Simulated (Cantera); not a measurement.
A Cantera script and what it prints.

```python
import numpy as np
import cantera as ct

gas_names = """
    Cu CuO Cu2 H HNO HNO2 HNO3 HO2 H2 H2O H2O2 N NH NH2 NH3 NH2OH NO NO2 NO3 N2 N2H2 N2H4 N2O O OH O2 O3
""".split()
cond_names = """
    Cu(cr) Cu(L) CuO(s) CuO2H2(s) Cu2O(s) Cu2O(L) H2O(s) H2O(L)
""".split()


# ... load() reads the species with a 1 bar reference pressure and builds the phases ...
atoms = {
    'Cu2O': {'Cu': 2, 'O': 1},
    'H2': {'H': 2},
    'N2': {'N': 2},
}
top_T = {'CuO(s)': 1390}  # K; cautious upper limits of use, not melting points


# ... equilibrate(T, P, feed) seeds the gas with the atoms and calls Mixture.equilibrate('TP', solver="vcs", rtol=1e-11, max_steps=5000) ...
results = []
feed = {'Cu2O': 1, 'H2': 28, 'N2': 4.9}  # mol
P = 76000  # Pa
for T in [1250, 1275, 1300, 1325, 1350, 1375, 1400, 1425, 1450, 1475, 1500, 1525, 1550, 1575]:
    mix = equilibrate(T, P, feed)
    results.append((T, P, feed, dict(zip(mix.species_names, mix.species_moles))))

top = {s: max(r[3][s] / sum(r[3][g] for g in gas_names) for r in results) for s in gas_names}
cols = sorted((s for s in top if top[s] > 1e-05), key=lambda s: -top[s])[:5]
seen = [c for c in cond_names if any(r[3].get(c, 0) > 1e-12 for r in results)]
print("log10 of partial pressures in bar; condensed amounts in mol")
print(f"{'T/K':>10s}" + "".join(f"{s[:9]:>10s}" for s in cols + seen))
for T, P, feed, n in results:
    ng = sum(n[g] for g in gas_names)
    print(f"{T:10.4g}" + "".join(f"{np.log10(max(n[s] / ng * P / 1e5, 1e-99)):10.3f}" for s in cols)
          + "".join(f"{n.get(c, 0):10.4g}" for c in seen))
```

Result:

```
log10 of partial pressures in bar; condensed amounts in mol
       T/K        H2        N2       H2O         H        Cu    Cu(cr)     Cu(L)
      1250    -0.205    -0.946    -1.636    -6.418    -7.334         2         0
      1275    -0.205    -0.946    -1.636    -6.235    -7.063         2         0
      1300    -0.205    -0.946    -1.636    -6.059    -6.802         2         0
      1325    -0.205    -0.946    -1.636    -5.889    -6.552         2         0
      1350    -0.205    -0.946    -1.636    -5.725    -6.310         2         0
      1375    -0.205    -0.946    -1.636    -5.568    -6.085         0         2
      1400    -0.205    -0.946    -1.636    -5.416    -5.870         0         2
      1425    -0.205    -0.946    -1.636    -5.269    -5.663         0         2
      1450    -0.205    -0.946    -1.636    -5.127    -5.464         0         2
      1475    -0.205    -0.946    -1.636    -4.990    -5.271         0         2
      1500    -0.205    -0.946    -1.636    -4.857    -5.085         0         2
      1525    -0.205    -0.946    -1.636    -4.729    -4.905         0     1.999
      1550    -0.205    -0.946    -1.636    -4.604    -4.731         0     1.999
      1575    -0.205    -0.946    -1.636    -4.484    -4.563         0     1.999
```

Method: chemical equilibrium by Gibbs-energy minimisation in Cantera with the NASA 1993 tables (ideal gas, pure condensed phases).
